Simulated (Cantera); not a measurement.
# Fe + HCl (chemical vapour transport)

A closed system holds: 1 mol Fe, 0.93 mol HCl, at 727 °C and 8.80 bar.

Equilibrium computed with Cantera from the NASA thermochemical tables; the gas is ideal and each condensed phase is pure. Candidate condensed phases: Fe, FeCl₂, FeCl₃; 11 gas species. Equilibrium is a limit: real reactors are often held back by kinetics, nucleation or transport.

| Item | Value |
|---|---|
| x(H₂) | 0.889 |
| x(HCl) | 0.108 |
| x(FeCl₂) | 0.00230 |
| x(Fe₂Cl₄) | 0.000529 |
| x(FeCl₃) | 1.19e-6 |
| n(Fe(α)) | 0.562 mol |
| n(FeCl₂(l)) | 0.437 mol |
| gas amount | 0.4930 mol |
